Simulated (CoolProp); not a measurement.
A simple Rankine cycle with R114: condensing at 327.15 K, boiler at 1.45 MPa, turbine inlet 499 K, turbine efficiency 0.8, pump efficiency 0.7, no recuperator. Each further row changes one setting.

The numbers come from the reference Helmholtz-energy equation of state, Platzer 1990 in CoolProp. This equation is an older, rougher fit; its heat capacities, sound speeds and derivatives of the liquid may be far off and weren't checked against measurements.

| case | thermal efficiency (%) | net work (kJ/kg) | heat in (kJ/kg) | turbine exit temperature (K) | volume ratio over the turbine |
|---|---|---|---|---|---|
| as stated | 7.2 | 17.9 | 251 | 471.1 | 2.91 |
| condensing temperature 319.15 K | 8.3 | 21.6 | 259 | 466.1 | 3.58 |
| boiler pressure 1.01 MPa | 4.9 | 12.3 | 254 | 481.0 | 2.01 |
| turbine efficiency 0.7 | 6.2 | 15.6 | 251 | 473.9 | 2.92 |
